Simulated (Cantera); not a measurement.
A perfectly stirred reactor is fed with NO : N2 = 1 : 2.9 (molar parts), at 1.01 bar; it is held at 1498 K, and followed from long to short residence time.

Cantera simulation using GRI-Mech 3.0 (53 species, 325 reactions); the numbers are that mechanism's predictions, not measurements.

Q: What does this change do: temperature 1498 to 2150 K?

A: 
| quantity | before | after |
|---|---|---|
| x(NO) at τ = 0.930 s | 0.255 | 0.0636 |
| x(NO2) at τ = 0.930 s | 0.000121 | 5.93e-5 |
| x(O2) at τ = 0.930 s | 0.000480 | 0.0960 |
| x(O) at τ = 0.930 s | 1.70e-7 | 0.000610 |
| x(N2O) at τ = 0.930 s | 2.11e-5 | 2.33e-6 |
| x(NO) at τ = 17.0 ms | 0.256 | 0.245 |
| x(NO2) at τ = 17.0 ms | 1.28e-5 | 7.46e-5 |
| x(O2) at τ = 17.0 ms | 2.29e-7 | 0.00567 |
| x(O) at τ = 17.0 ms | 2.96e-8 | 0.000210 |
| x(N2O) at τ = 17.0 ms | 6.96e-6 | 3.04e-5 |

Q: What does this change do: temperature 1498 to 1973 K?

A: 
| quantity | before | after |
|---|---|---|
| x(NO) at τ = 0.930 s | 0.255 | 0.163 |
| x(NO2) at τ = 0.930 s | 0.000121 | 0.000142 |
| x(O2) at τ = 0.930 s | 0.000480 | 0.0466 |
| x(O) at τ = 0.930 s | 1.70e-7 | 0.000121 |
| x(N2O) at τ = 0.930 s | 2.11e-5 | 1.22e-5 |
| x(NO) at τ = 17.0 ms | 0.256 | 0.254 |
| x(NO2) at τ = 17.0 ms | 1.28e-5 | 7.06e-5 |
| x(O2) at τ = 17.0 ms | 2.29e-7 | 0.00121 |
| x(O) at τ = 17.0 ms | 2.96e-8 | 4.07e-5 |
| x(N2O) at τ = 17.0 ms | 6.96e-6 | 2.95e-5 |

Q: What does this change do: temperature 1498 to 1925 K?

A: 
```tsv
quantity	before	after
x(NO) at τ = 0.930 s	0.255	0.188
x(NO2) at τ = 0.930 s	0.000121	0.000154
x(O2) at τ = 0.930 s	0.000480	0.0341
x(O) at τ = 0.930 s	1.70e-7	7.13e-5
x(N2O) at τ = 0.930 s	2.11e-5	1.58e-5
x(NO) at τ = 17.0 ms	0.256	0.255
x(NO2) at τ = 17.0 ms	1.28e-5	7.08e-5
x(O2) at τ = 17.0 ms	2.29e-7	0.000785
x(O) at τ = 17.0 ms	2.96e-8	2.54e-5
x(N2O) at τ = 17.0 ms	6.96e-6	2.86e-5
```
